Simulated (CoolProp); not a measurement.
R125 along the isotherm 500 K: Z from the reference equation and from simpler models built on Tc = 339.2 K, pc = 3.618 MPa, ω = 0.305; each cubic takes its own stable root.

The numbers come from the reference Helmholtz-energy equation of state, Lemmon 2005 in CoolProp.

```
p (MPa)          phase  reference
-------  -------------  ---------
4.02     supercritical     0.9187
8.04     supercritical     0.8613
12.1     supercritical     0.8398
16.1     supercritical     0.8557
20.1     supercritical     0.8984
24.1     supercritical     0.9569
28.1     supercritical      1.024
32.2     supercritical      1.097
36.2     supercritical      1.171
```

**Question.** How far does each simpler model (van der Waals, Redlich-Kwong, Soave-Redlich-Kwong, Peng-Robinson) lie from the reference over these 9 states: mean and median of the absolute difference, and the worst?

**Answer.** 
- van der Waals: mean 7.8 %, median 8.1 %, worst +12.9 % at 500 K and 36.2 MPa
- Redlich-Kwong: mean 4.5 %, median 4.0 %, worst -6.9 % at 500 K and 12.1 MPa
- Soave-Redlich-Kwong: mean 6.0 %, median 6.5 %, worst +8.1 % at 500 K and 16.1 MPa
- Peng-Robinson: mean 1.3 %, median 1.2 %, worst -3.1 % at 500 K and 36.2 MPa
